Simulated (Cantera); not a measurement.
Feed: 1 mol Si(CH3)4, 2 mol HCl, 30 mol H2, at 0.650 bar.

Cantera equilibrium calculation (NASA polynomials, part measured and part estimated; ideal gas, pure solids and liquids). Candidate condensed phases: C, C6H6, C7H8, C8H18, Si, SiC; 109 gas species. The numbers say what is thermodynamically allowed, not how fast it happens.

log p: log10 of the partial pressure in bar; n: condensed amount in mol.

| T (K) | log p H2 | log p HCl | log p H | log p CH4 | log p C2H2 (acetylene) | log p SiCl2 | n C(graphite) | n SiC(s) |
|---|---|---|---|---|---|---|---|---|
| 1450 | -0.21 | -1.47 | -5.13 | -2.90 | -5.52 | -4.46 | 2.93 | 0.997 |
| 1500 | -0.21 | -1.47 | -4.86 | -3.01 | -5.26 | -4.35 | 2.95 | 0.997 |
| 1550 | -0.21 | -1.47 | ___ | ___ | ___ | ___ | 2.96 | 0.996 |
| 1600 | -0.21 | -1.47 | -4.37 | -3.21 | -4.77 | -4.16 | 2.97 | 0.996 |
| 1650 | -0.21 | -1.47 | -4.15 | -3.30 | -4.55 | -4.08 | 2.97 | 0.995 |
| 1700 | -0.21 | -1.47 | -3.94 | -3.38 | -4.35 | -4.00 | 2.98 | 0.994 |
| 1750 | -0.21 | -1.47 | -3.74 | -3.46 | -4.15 | -3.93 | 2.98 | 0.993 |
| 1800 | -0.21 | -1.47 | ___ | ___ | ___ | ___ | 2.98 | 0.992 |
| 1850 | -0.21 | -1.47 | -3.37 | -3.61 | -3.79 | -3.79 | 2.98 | 0.990 |
| 1900 | -0.21 | -1.47 | -3.21 | -3.67 | -3.63 | -3.73 | 2.97 | 0.989 |
| 1950 | -0.21 | -1.47 | -3.05 | -3.74 | -3.47 | -3.67 | 2.96 | 0.987 |
| 2000 | -0.21 | -1.47 | -2.89 | -3.80 | -3.33 | -3.62 | 2.95 | 0.985 |
| 2050 | -0.21 | -1.47 | -2.75 | -3.85 | -3.19 | -3.56 | 2.93 | 0.983 |

### Question
Fill in the missing entries.

### Answer

- 1800, log p H: -3.55
- 1800, log p CH4: -3.54
- 1800, log p C2H2 (acetylene): -3.97
- 1800, log p SiCl2: -3.86
- 1550, log p H: -4.61
- 1550, log p CH4: -3.11
- 1550, log p C2H2 (acetylene): -5.01
- 1550, log p SiCl2: -4.26
